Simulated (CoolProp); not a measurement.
The numbers come from the reference Helmholtz-energy equation of state, Akasaka 2023 in CoolProp.

Task: For R1336mzz(E), give the phase and the density (kg/m³), cp (kJ/(kg K)), expansivity (1/kK), fugacity coefficient at 259.2 K and 2.45 bar.

Result: 
- 259.2 K and 2.45 bar: liquid; density 1430, cp 1.20, expansivity 1.80, fugacity coefficient 0.154
